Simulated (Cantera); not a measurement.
A perfectly stirred reactor is fed with H₂ : O₂ = 0.01 : 1 (molar parts), at 0.0180 bar; it is held at 1423 K, and followed from long to short residence time.

Model: the H2/O2 subset of GRI-Mech 3.0, which has no nitrogen chemistry, integrated in Cantera. Radical loss at walls, strong at low pressure, is not modelled.

One state of this run: x H₂ = 0.00103; x O₂ = 0.982; x H = 0.000350; x H₂O₂ = 2.00e-8; x OH = 0.00197; x O = 0.00719. x: mole fraction; the columns are a selection and need not sum to one.

Question: Which value of τ (s) does it belong to?
A) 0.012
B) 14
C) 0.0035
D) 0.038

Answer: C, 0.0035
